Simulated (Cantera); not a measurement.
Feed: 1 mol PbO, 4 mol C, 0.5 mol N2, equilibrated at 0.100 bar.

Cantera equilibrium calculation (NASA polynomials, part measured and part estimated; ideal gas, pure solids and liquids). Candidate condensed phases: C, Pb, PbO, PbO2, Pb3O4; 27 gas species. Kinetics and transport are ignored. All values below are at 2048 K.

Base state: CO 0.400, Pb 0.400, N2 0.200, Pb2 7.10e-5 (mole fractions); condensed: C(graphite).

Problem. What changes in the equilibrium state with this change: pressure from 0.100 bar to 2.10 bar?

Solution. 
| species | before | after |
|---|---|---|
| CO | 0.400 | 0.401 |
| Pb | 0.400 | 0.398 |
| N2 | 0.200 | 0.200 |
| Pb2 | 7.10e-5 | 0.00147 |
| C(graphite), mol | 3.00 | 3.00 |
